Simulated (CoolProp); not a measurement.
Vapour-liquid equilibrium of R152A (1) + n-butane (2) at -3.55 °C; x and y are mole fractions of (1).

The numbers come from the multi-fluid Helmholtz-energy mixture model, Outcalt 1996 and Bücker 2006; pair parameters Bell 2016 in CoolProp.

```csv
x,"bubble pressure, mixture model (MPa)","bubble pressure, Raoult's law (MPa)","y, mixture model","y, Raoult's law"
0.05,0.1317,0.09716,0.336,0.119
0.2,0.1988,0.1184,0.597,0.392
0.35,0.2245,0.1397,0.668,0.581
0.5,0.2360,0.1610,0.705,0.720
0.65,0.2430,0.1823,0.743,0.827
0.8,0.2464,0.2036,0.802,0.912
0.95,0.2395,0.2249,0.926,0.980
```

The largest gap from Raoult's law is +67.9 % in bubble pressure, at x = 0.2. y crosses x between x = 0.8 and 0.95: the model has an azeotrope there.

The pair parameters rest on a limited set of measurements; away from them the model extrapolates. With so large a gap from Raoult's law the liquid may split in two, which this calculation doesn't test in full.
